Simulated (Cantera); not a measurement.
**Titanium nitride, carbide and oxide coatings: Ti(OiPr)4 + C3H8**

Feed: 1 mol Ti(OiPr)4, 0.14 mol C3H8, at 46.5 Torr.

Method: chemical equilibrium by Gibbs-energy minimisation in Cantera with the NASA 1993 tables (ideal gas, pure condensed phases). Candidate condensed phases: C, C6H6, C7H8, C8H18, H2O, Ti, TiC, TiO, TiO2, Ti2O3, Ti3O5, Ti4O7; 113 gas species. The feed counts by its element totals alone. Mutual solubility and eutectic melting of coexisting phases are not modelled. TiC: taken at fixed stoichiometry. Rates play no part.

| T (K) | x H2 | x CO | x H | x CH4 | n C(graphite) | n TiC(s) | n Ti3O5(s) |
|---|---|---|---|---|---|---|---|
| 1300 | 0.829 | 0.171 | 4.04e-6 | 0.000335 | 9.02 | 0.399 | 0.200 |
| 1400 | 0.784 | 0.216 | 1.73e-5 | 0.000165 | 7.42 | 1.00 | 0 |
| 1500 | 0.784 | 0.216 | 6.26e-5 | 9.80e-5 | 7.42 | 1.00 | 0 |
| 1600 | 0.784 | 0.216 | 0.000193 | 6.22e-5 | 7.42 | 1.00 | 0 |
| 1700 | 0.784 | 0.215 | 0.000524 | 4.17e-5 | 7.42 | 1.00 | 0 |
| 1800 | 0.783 | 0.215 | 0.00127 | 2.93e-5 | 7.41 | 1.00 | 0 |
| 1900 | 0.782 | 0.215 | 0.00282 | 2.13e-5 | 7.41 | 1.00 | 0 |
x: gas mole fraction; n: condensed amount in mol.

At 1300 K the condensed part is C(graphite) + TiC(s) + Ti3O5(s). From 1400 K to 1900 K the condensed part is C(graphite) + TiC(s).
